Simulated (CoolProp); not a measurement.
A simple Rankine cycle with n-heptane: condensing at 319.15 K, boiler at 0.224 MPa, turbine inlet 406 K, turbine efficiency 0.6, pump efficiency 0.6, no recuperator. Each further row changes one setting.

Model: reference Helmholtz-energy equation of state, Span 2003, in CoolProp. It is a short technical equation, of lower accuracy than the large ones.

| case | thermal efficiency (%) | net work (kJ/kg) | heat in (kJ/kg) | turbine exit temperature (K) | volume ratio over the turbine |
|---|---|---|---|---|---|
| as stated | 9.4 | 48.1 | 510 | 377.6 | 14.2 |
| turbine inlet 426 K | 9.2 | 51.0 | 555 | 398.1 | … |
| condensing temperature 311.15 K | 10.3 | 54.2 | 529 | 374.4 | … |
| boiler pressure 0.157 MPa | 8.3 | … | 514 | … | 9.76 |
| turbine efficiency 0.5 | 7.8 | 40.0 | 510 | … | 14.3 |

Task: What belongs in the gaps?

Result: 
- turbine inlet 426 K, volume ratio over the turbine: 14.0
- condensing temperature 311.15 K, volume ratio over the turbine: 20.0
- boiler pressure 0.157 MPa, net work (kJ/kg): 42.5
- boiler pressure 0.157 MPa, turbine exit temperature (K): 382.2
- turbine efficiency 0.5, turbine exit temperature (K): 381.7
